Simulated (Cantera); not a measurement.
A Cantera script and what it prints.

```python
import numpy as np
import cantera as ct

gas_names = """
    H H2 N NH NH2 NH3 N2 N2H2 N2H4 Si SiH SiH2 SiH3 SiH4 SiN Si2 Si2N Si3
""".split()
cond_names = """
    Si(cr) Si(L) Si3N4(a)
""".split()


# ... load() reads the species with a 1 bar reference pressure and builds the phases ...
atoms = {
    'SiH4': {'Si': 1, 'H': 4},
    'N2': {'N': 2},
}
top_T = {'Si3N4(a)': 2400}  # K; cautious upper limits of use, not melting points


# ... equilibrate(T, P, feed) seeds the gas with the atoms and calls Mixture.equilibrate('TP', solver="vcs", rtol=1e-11, max_steps=5000) ...
results = []
feed = {'SiH4': 1, 'N2': 52}  # mol
for P in [5, 21, 85, 350, 1400, 5900, 24000, 100000]:
    for T in [1198, 1248, 1298, 1348, 1398, 1448, 1498, 1548, 1598, 1648, 1698, 1748, 1798]:
        mix = equilibrate(T, P, feed)
        results.append((T, P, feed, dict(zip(mix.species_names, mix.species_moles))))

for T, P, feed, n in results:
    print(f"{T:7g} {P:10.4g}  " + (" + ".join(c for c in cond_names if n.get(c, 0) > 1e-12) or "gas only"))
```

Output:

```
   1198          5  Si3N4(a)
   1248          5  Si3N4(a)
   1298          5  Si3N4(a)
   1348          5  Si3N4(a)
   1398          5  Si3N4(a)
   1448          5  Si3N4(a)
   1498          5  Si3N4(a)
   1548          5  Si(cr)
   1598          5  Si(cr)
   1648          5  Si(cr)
   1698          5  Si(L)
   1748          5  gas only
   1798          5  gas only
   1198         21  Si3N4(a)
   1248         21  Si3N4(a)
   1298         21  Si3N4(a)
   1348         21  Si3N4(a)
   1398         21  Si3N4(a)
   1448         21  Si3N4(a)
   1498         21  Si3N4(a)
   1548         21  Si3N4(a)
   1598         21  Si(cr)
   1648         21  Si(cr)
   1698         21  Si(L)
   1748         21  Si(L)
   1798         21  Si(L)
   1198         85  Si3N4(a)
   1248         85  Si3N4(a)
   1298         85  Si3N4(a)
   1348         85  Si3N4(a)
   1398         85  Si3N4(a)
   1448         85  Si3N4(a)
   1498         85  Si3N4(a)
   1548         85  Si3N4(a)
   1598         85  Si3N4(a)
   1648         85  Si3N4(a)
   1698         85  Si(L)
   1748         85  Si(L)
   1798         85  Si(L)
   1198        350  Si3N4(a)
   1248        350  Si3N4(a)
   1298        350  Si3N4(a)
   1348        350  Si3N4(a)
   1398        350  Si3N4(a)
   1448        350  Si3N4(a)
   1498        350  Si3N4(a)
   1548        350  Si3N4(a)
   1598        350  Si3N4(a)
   1648        350  Si3N4(a)
   1698        350  Si3N4(a)
   1748        350  Si(L)
   1798        350  Si(L)
   1198       1400  Si3N4(a)
   1248       1400  Si3N4(a)
   1298       1400  Si3N4(a)
   1348       1400  Si3N4(a)
   1398       1400  Si3N4(a)
   1448       1400  Si3N4(a)
   1498       1400  Si3N4(a)
   1548       1400  Si3N4(a)
   1598       1400  Si3N4(a)
   1648       1400  Si3N4(a)
   1698       1400  Si3N4(a)
   1748       1400  Si3N4(a)
   1798       1400  Si3N4(a)
   1198       5900  Si3N4(a)
   1248       5900  Si3N4(a)
   1298       5900  Si3N4(a)
   1348       5900  Si3N4(a)
   1398       5900  Si3N4(a)
   1448       5900  Si3N4(a)
   1498       5900  Si3N4(a)
   1548       5900  Si3N4(a)
   1598       5900  Si3N4(a)
   1648       5900  Si3N4(a)
   1698       5900  Si3N4(a)
   1748       5900  Si3N4(a)
   1798       5900  Si3N4(a)
   1198    2.4e+04  Si3N4(a)
   1248    2.4e+04  Si3N4(a)
   1298    2.4e+04  Si3N4(a)
   1348    2.4e+04  Si3N4(a)
   1398    2.4e+04  Si3N4(a)
   1448    2.4e+04  Si3N4(a)
   1498    2.4e+04  Si3N4(a)
   1548    2.4e+04  Si3N4(a)
   1598    2.4e+04  Si3N4(a)
   1648    2.4e+04  Si3N4(a)
   1698    2.4e+04  Si3N4(a)
   1748    2.4e+04  Si3N4(a)
   1798    2.4e+04  Si3N4(a)
   1198      1e+05  Si3N4(a)
   1248      1e+05  Si3N4(a)
   1298      1e+05  Si3N4(a)
   1348      1e+05  Si3N4(a)
   1398      1e+05  Si3N4(a)
   1448      1e+05  Si3N4(a)
   1498      1e+05  Si3N4(a)
   1548      1e+05  Si3N4(a)
   1598      1e+05  Si3N4(a)
   1648      1e+05  Si3N4(a)
   1698      1e+05  Si3N4(a)
   1748      1e+05  Si3N4(a)
   1798      1e+05  Si3N4(a)
```

Equilibrium computed with Cantera from the NASA thermochemical tables; the gas is ideal and each condensed phase is pure. N2 is the only nitrogen source here; it is nearly inert below about 1500 K, so the nitride shown seldom forms there in practice.
